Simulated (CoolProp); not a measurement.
A single-stage vapour-compression cycle with n-perfluorohexane: evaporating at 281.15 K (dew point), condensing at 302.15 K (bubble point), superheat 10 K, subcooling 0 K, compressor efficiency 0.8, no pressure losses. Each further row changes one setting.

The numbers come from the reference Helmholtz-energy equation of state, Gao 2022 in CoolProp.

| case | cooling COP | pressure ratio | discharge temperature (K) | refrigerating effect (kJ/kg) | volumetric capacity (kJ/m³) |
|---|---|---|---|---|---|
| as stated | 9.63 | 2.65 | 302.4 | 83.6 | 156 |
| evaporating temperature 286.15 K | 13.4 | 2.07 | 304.6 | 87.6 | 206 |
| condensing temperature 297.15 K | 13.2 | 2.13 | 299.9 | 88.8 | 166 |
| subcooling 5 K | 10.2 | 2.65 | 302.4 | 88.8 | 166 |
| superheat 20 K | 10.2 | 2.65 | 312.5 | 91.7 | 165 |
| compressor efficiency 0.7 | 8.43 | 2.65 | 303.9 | 83.6 | 156 |
